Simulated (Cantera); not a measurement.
# Stirred combustor or abatement burner

A perfectly stirred reactor is fed with 3.09 % CH₄, 0.0958 % C₂H₆, 0.167 % C₃H₈, 14.4 % O₂, 82.2 % N₂, equivalence ratio 0.51, at 0.987 atm; it is adiabatic with a 750 K inlet, and is followed from long to short residence time, starting on the burning branch (τ in s: 0.31, 0.099, 0.031, 0.0099, 0.0032, 0.001, 0.00032, 0.0001, 3.2e-05).

Model: GRI-Mech 3.0 (53 species, 325 reactions), integrated in Cantera.

```json
[
 {"τ (s)": "0.31", "T (K)": "1586", "x CH₄": "6.54e-6", "x C₂H₆": "5.26e-8", "x C₃H₈": "9.33e-8", "x C₂H₂": "1.75e-7", "x CH₂CO": "2.56e-7"},
 {"τ (s)": "0.099", "T (K)": "1583", "x CH₄": "1.35e-5", "x C₂H₆": "1.11e-7", "x C₃H₈": "2.00e-7", "x C₂H₂": "2.42e-7", "x CH₂CO": "5.26e-7"},
 {"τ (s)": "0.031", "T (K)": "1577", "x CH₄": "2.82e-5", "x C₂H₆": "2.32e-7", "x C₃H₈": "4.19e-7", "x C₂H₂": "3.16e-7", "x CH₂CO": "1.04e-6"},
 {"τ (s)": "0.0099", "T (K)": "1567", "x CH₄": "5.87e-5", "x C₂H₆": "4.76e-7", "x C₃H₈": "8.46e-7", "x C₂H₂": "3.91e-7", "x CH₂CO": "1.92e-6"},
 {"τ (s)": "0.0032", "T (K)": "1546", "x CH₄": "0.000126", "x C₂H₆": "1.00e-6", "x C₃H₈": "1.73e-6", "x C₂H₂": "4.83e-7", "x CH₂CO": "3.37e-6"},
 {"τ (s)": "0.0010", "T (K)": "1502", "x CH₄": "0.000324", "x C₂H₆": "2.51e-6", "x C₃H₈": "4.12e-6", "x C₂H₂": "7.02e-7", "x CH₂CO": "6.28e-6"},
 {"τ (s)": "0.00032", "T (K)": "750", "x CH₄": "0.0309", "x C₂H₆": "0.000958", "x C₃H₈": "0.00167", "x C₂H₂": "<1e-12", "x CH₂CO": "<1e-12"},
 {"τ (s)": "0.00010", "T (K)": "750", "x CH₄": "0.0309", "x C₂H₆": "0.000958", "x C₃H₈": "0.00167", "x C₂H₂": "<1e-12", "x CH₂CO": "<1e-12"},
 {"τ (s)": "3.2e-5", "T (K)": "750", "x CH₄": "0.0309", "x C₂H₆": "0.000958", "x C₃H₈": "0.00167", "x C₂H₂": "<1e-12", "x CH₂CO": "<1e-12"}
]
```
x: mole fraction; the columns are a selection and need not sum to one.
